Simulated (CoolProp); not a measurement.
Vapour-liquid equilibrium of dimethyl carbonate (1) + n-nonane (2) at 9 bar; x and y are mole fractions of (1).

Model: multi-fluid Helmholtz-energy mixture model, Zhou 2011 and Lemmon 2006; pair parameters Bell 2016, in CoolProp.

| x | bubble temperature (°C) | y at the bubble point | dew temperature at overall composition x (°C) | liquid density (mol/L) |
|---|---|---|---|---|
| 0.05 | 246.4 | 0.167 | 254.4 | 4.010 |
| 0.15 | 226.6 | 0.432 | 247.6 | 4.415 |
| 0.25 | 212.0 | 0.595 | 240.6 | 4.802 |
| 0.35 | 201.9 | 0.694 | 233.1 | 5.187 |
| 0.45 | 195.0 | 0.757 | 225.1 | 5.590 |
| 0.55 | 190.1 | 0.803 | 216.3 | 6.033 |
| 0.65 | 186.5 | 0.840 | 206.5 | 6.542 |
| 0.75 | 183.6 | 0.875 | 195.8 | 7.144 |
| 0.85 | 181.1 | 0.914 | 185.6 | 7.868 |
| 0.95 | 179.1 | 0.966 | 179.6 | 8.752 |

No azeotrope shows between x = 0.05 and 0.95.

Pair parameters are fitted to limited data, so mixtures are less certain than the pure fluids.
